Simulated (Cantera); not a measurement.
Feed: 1 mol PbO, a varied amount of CH₄, 0.22 mol N₂, at 2150 K and 0.0100 bar.

These are equilibrium values from Cantera (NASA tables, ideal gas, pure condensed phases), not measurements of a reactor. Candidate condensed phases: C, C₆H₆, C₇H₈, C₈H₁₈, H₂O, Pb, PbO, PbO₂, Pb₃O₄; 139 gas species. The numbers say what is thermodynamically allowed, not how fast it happens.

### Question
Which condensed phases are stable at each of these points (n(CH₄) (mol)): 0.5, 0.64, 0.81, 1, 1.3, 1.7, 2.1, 2.7?

### Answer
| n(CH₄) (mol) | condensed phases | Pb condensed (%) |
|---|---|---|
| 0.5 | gas only | 0.0 |
| 0.64 | gas only | 0.0 |
| 0.81 | gas only | 0.0 |
| 1 | gas only | 0.0 |
| 1.3 | C(graphite) | 0.0 |
| 1.7 | C(graphite) | 0.0 |
| 2.1 | C(graphite) | 0.0 |
| 2.7 | C(graphite) | 0.0 |

From 0.5 mol CH₄ to 1 mol CH₄ nothing is condensed. From 1.3 mol CH₄ to 2.7 mol CH₄ the condensed part is C(graphite).
